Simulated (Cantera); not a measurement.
Input: 1 mol CH3F, 1.2 mol Si, 4.9 mol H2, equilibrated at 3025 K and 0.00133 bar.

Cantera equilibrium calculation (NASA polynomials, part measured and part estimated; ideal gas, pure solids and liquids). Candidate condensed phases: C, C6H6, C7H8, C8H18, Si, SiC; 113 gas species. The tables' values for SiF, SiF2 are old estimates; treat these amounts as uncertain. Rates play no part.

Base state: H 0.791, Si 0.0726, HF 0.0545, H2 0.0287, C 0.0157, C3 0.0105, F 0.00972, SiC2 0.00682 (mole fractions); condensed: gas only.

Task: What changes in the equilibrium state with this change: Si from 1.2 to 0.11 mol?

Result: 
```json
[
 {"species": "H", "before": "0.791", "after": "0.845"},
 {"species": "HF", "before": "0.0545", "after": "0.0644"},
 {"species": "H2", "before": "0.0287", "after": "0.0328"},
 {"species": "Si", "before": "0.0726", "after": "0.00699"},
 {"species": "C3", "before": "0.0105", "after": "0.0149"},
 {"species": "C", "before": "0.0157", "after": "0.0176"},
 {"species": "F", "before": "0.00972", "after": "0.0108"},
 {"species": "Si2C", "before": "1.22e-5", "after": "1.27e-7"},
 {"species": "SiH", "before": "6.11e-5", "after": "6.28e-6"}
]
```
